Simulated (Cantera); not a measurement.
Input: 1 mol Si, 13 mol HCl, 11 mol N2, at 1500 K and 113 Torr.

Equilibrium computed with Cantera from the NASA thermochemical tables; the gas is ideal and each condensed phase is pure. Candidate condensed phases: NH4Cl, Si, Si3N4; 28 gas species. The tables' values for SiCl3 are old estimates; treat these amounts as uncertain. The numbers say what is thermodynamically allowed, not how fast it happens.

Base state: N2 0.474, HCl 0.405, H2 0.0773, SiCl4 0.0307, SiCl3 0.00688, SiCl2 0.00489, SiHCl3 0.000607, Cl 5.34e-5 (mole fractions); condensed: gas only.

### Question
What changes in the equilibrium state with this change: HCl from 13 to 4.7 mol?

### Answer
```json
[
 {"species": "N2", "before": "0.474", "after": "0.711"},
 {"species": "HCl", "before": "0.405", "after": "0.189"},
 {"species": "H2", "before": "0.0773", "after": "0.0612"},
 {"species": "SiCl2", "before": "0.00489", "after": "0.0109"},
 {"species": "SiCl4", "before": "0.0307", "after": "0.0188"},
 {"species": "Cl", "before": "5.34e-5", "after": "2.80e-5"},
 {"species": "SiCl3", "before": "0.00688", "after": "0.00803"},
 {"species": "H", "before": "1.26e-5", "after": "1.12e-5"},
 {"species": "Si3N4(s), mol", "before": "0", "after": "0.141"}
]
```

### Question
What changes in the equilibrium state with this change: temperature from 1500 K to 673.15 K?

### Answer
```
species   before   after
-------  -------  ------
N2         0.474   0.478
HCl        0.405   0.391
H2        0.0773  0.0869
SiCl4     0.0307  0.0435
SiCl3    0.00688   <1e-9
SiCl2    0.00489   <1e-9
```
